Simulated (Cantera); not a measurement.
A perfectly stirred reactor is fed with H₂ : O₂ : N₂ : NO = 1 : 0.455 : 4 : 0.012 (molar parts), at 1300000 Pa; it is adiabatic with a 375 K inlet, and is followed from long to short residence time, starting on the burning branch (τ in s: 0.42, 0.1, 0.024, 0.0058, 0.0014, 0.00033, 7.9e-05, 1.9e-05, 4.5e-06).

Model: GRI-Mech 3.0 (53 species, 325 reactions), integrated in Cantera. The hydrogen kinetics of GRI-Mech 3.0 are dated; newer H2 mechanisms differ, most at raised pressure. The pressure lies above the range GRI-Mech 3.0 was tuned for (to about 10 atm). The mechanism lacks 2 NO + O2 → 2 NO2 and HONO, so NO2 and the effect of NO are under-described below about 1400 K.

### Question
Predict: blow-out, bracketed by the residence times tried; x(H₂) at τ = 0.420 s; x(O₂) at τ = 0.420 s; x(NO) at τ = 0.420 s; x(NO₂) at τ = 0.420 s; x(H) at τ = 0.420 s; x(H₂) at τ = 1.40 ms; x(O₂) at τ = 1.40 ms; x(NO) at τ = 1.40 ms; x(NO₂) at τ = 1.40 ms; x(H) at τ = 1.40 ms.

### Answer
```json
{
 "blow_out_bracketed_by_the_residence_times_tried": "burning at 79.0 µs, out at 19.0 µs",
 "x(H₂) at τ = 0.420 s": "0.0157",
 "x(O₂) at τ = 0.420 s": "3.31e-5",
 "x(NO) at τ = 0.420 s": "7.60e-5",
 "x(NO₂) at τ = 0.420 s": "3.12e-9",
 "x(H) at τ = 0.420 s": "4.47e-5",
 "x(H₂) at τ = 1.40 ms": "0.0179",
 "x(O₂) at τ = 1.40 ms": "0.000879",
 "x(NO) at τ = 1.40 ms": "0.000688",
 "x(NO₂) at τ = 1.40 ms": "2.18e-7",
 "x(H) at τ = 1.40 ms": "0.000524"
}
```
